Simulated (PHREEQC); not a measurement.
Consider water at 25 °C with 1.2e-05 mol CuSO4, 0.00038 mol HBF4 and 1.3e-06 mol Na2SO4 per kg of water. Closed to the air; pH follows from the charge balance.

The numbers come from PHREEQC with the ion-association model, phreeqc.dat.

No solid was allowed to form.

### Question
What pH does the model give?

### Answer
pH 3.15.

### Question
In which forms is S present?

### Answer
SO4-2 94 %, HSO4- 5.9 % of the S.

Real BF4- forms and hydrolyses slowly; the run takes it at equilibrium.
